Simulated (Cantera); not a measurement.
Stirred combustor or abatement burner

A perfectly stirred reactor is fed with CH₄ : CO : O₂ : N₂ : CO₂ = 1 : 0.034 : 3.1 : 11.7 : 0.42 (molar parts), at 5.00 bar; it is adiabatic with a 500 K inlet, and is followed from long to short residence time, starting on the burning branch (τ in s: 0.19, 0.07, 0.026, 0.0094, 0.0035, 0.0013, 0.00047, 0.00017, 6.3e-05, 2.3e-05, 8.5e-06, 3.1e-06).

Computed with Cantera and GRI-Mech 3.0 (53 species, 325 reactions).

| τ (s) | T (K) | x CH₄ | x CO | x O₂ | x O | x C₂H |
|---|---|---|---|---|---|---|
| 0.19 | 1861 | 2.60e-6 | 0.000111 | 0.0666 | 3.05e-5 | <1e-12 |
| 0.070 | 1860 | 6.12e-6 | 0.000186 | 0.0666 | 3.89e-5 | <1e-12 |
| 0.026 | 1858 | 1.31e-5 | 0.000345 | 0.0667 | 5.73e-5 | 3.40e-12 |
| 0.0094 | 1854 | 2.70e-5 | 0.000678 | 0.0668 | 9.56e-5 | 1.16e-11 |
| 0.0035 | 1846 | 5.31e-5 | 0.00132 | 0.0671 | 0.000166 | 3.20e-11 |
| 0.0013 | 1832 | 0.000105 | 0.00258 | 0.0677 | 0.000290 | 7.82e-11 |
| 0.00047 | 1805 | 0.000222 | 0.00517 | 0.0692 | 0.000491 | 1.79e-10 |
| 0.00017 | 1749 | 0.000558 | 0.0107 | 0.0728 | 0.000703 | 4.16e-10 |
| 6.3e-5 | 500 | 0.0615 | 0.00209 | 0.191 | <1e-12 | <1e-12 |
| 2.3e-5 | 500 | 0.0615 | 0.00209 | 0.191 | <1e-12 | <1e-12 |
| 8.5e-6 | 500 | 0.0615 | 0.00209 | 0.191 | <1e-12 | <1e-12 |
| 3.1e-6 | 500 | 0.0615 | 0.00209 | 0.191 | <1e-12 | <1e-12 |
x: mole fraction; the columns are a selection and need not sum to one.
